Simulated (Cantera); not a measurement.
Standard-state values (1 bar) from the NASA 1993 polynomials, evaluated with Cantera. Values are per mole of reaction as written; species without (g) are pure solids or liquids, kept so even where they would boil at 1 bar.

Sr(OH)2 = 2 OH(g) + Sr

```
T (K)  ΔH° (kJ)  ΔS° (J/K)  ΔG° (kJ)  log10 K   condensed phases
-----  --------  ---------  --------  -------  -----------------
823           ?          ?         ?        ?  Sr(OH)2(l), Sr(s)
873           ?          ?         ?        ?  Sr(OH)2(l), Sr(s)
923           ?          ?         ?        ?  Sr(OH)2(l), Sr(s)
973      1005.4      271.3     741.5   -39.80  Sr(OH)2(l), Sr(s)
1023     1002.1      268.0     728.0   -37.17  Sr(OH)2(l), Sr(s)
1073          ?          ?         ?        ?  Sr(OH)2(l), Sr(l)
1123     1004.2      270.1     700.9   -32.60  Sr(OH)2(l), Sr(l)
1173     1001.3      267.6     687.4   -30.61  Sr(OH)2(l), Sr(l)
1223      998.4      265.2     674.1   -28.79  Sr(OH)2(l), Sr(l)
```

Problem. What belongs in the gaps?

Solution. 
- 823, ΔH° (kJ): 1015.5
- 823, ΔS° (J/K): 282.5
- 823, ΔG° (kJ): 783.0
- 823, log10 K: -49.69
- 873, ΔH° (kJ): 1012.1
- 873, ΔS° (J/K): 278.5
- 873, ΔG° (kJ): 769.0
- 873, log10 K: -46.01
- 923, ΔH° (kJ): 1008.8
- 923, ΔS° (J/K): 274.8
- 923, ΔG° (kJ): 755.1
- 923, log10 K: -42.73
- 1073, ΔH° (kJ): 1007.1
- 1073, ΔS° (J/K): 272.8
- 1073, ΔG° (kJ): 714.4
- 1073, log10 K: -34.78
